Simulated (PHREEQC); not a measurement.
Ca(OH)2 is added in steps, without added water, to 1 kg of water holding 0.01 mol/kgw NaHSO4 and 3.5e-05 mol/kgw KOH, at 25 °C. Oxygen is held at 0.21 atm. No CO2 enters from the air. Only these solids could form: Gypsum, Portlandite, Mirabilite.

Base run: PHREEQC, ion-association model, wateq4f.dat. Each further column changes one thing. The table gives HSO4- (mol/kgw).

```tsv
Ca(OH)2 added (mol)	base	Debye-Hückel limiting law	Davies equation for every ion	database pitzer.dat	metal-ligand complexes left out
0	0.00279	0.00253	0.00273	0.00267	0.00283
0.000885	0.00233	0.00210	0.00228	0.00223	0.00240
0.00177	0.00185	0.00166	0.00181	0.00177	0.00194
0.002655	0.00136	0.00122	0.00133	0.00130	0.00145
0.003245	0.00102	0.000915	0.000999	0.000980	0.00111
0.00413	0.000509	0.000454	0.000497	0.000488	0.000559
0.005015	9.36e-11	8.77e-11	9.21e-11	9.38e-11	1.13e-10
0.0059	3.23e-12	3.03e-12	3.18e-12	3.23e-12	3.99e-12
```

 pitzer.dat has no redox and few complexes: it carries them in its interaction parameters. Solids allowed in the column 'database pitzer.dat': Arcanite, Glaserite, Glauberite, Gypsum, Anhydrite, Mirabilite, Misenite, Portlandite, Syngenite, Thenardite.
